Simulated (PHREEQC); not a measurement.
Buffer: speciation

Make-up at 60 °C: 0.0036 mol NaHCO3, 0.001 mol NH3 and 0.02 mol KCl per kg of water. Closed to the air; pH follows from the charge balance.

Equilibrium calculation in PHREEQC: ion-association model, phreeqc.dat.

This is a speciation only: nothing precipitates in the calculation.

Task: Predict the pH.

Result: pH 8.74.

Task: In which forms is N present?

Result: NH3 70 %, NH4+ 30 % of the N.

Away from 25 °C the constants follow the database's enthalpies or fits; those with neither stay at their 25 °C values.
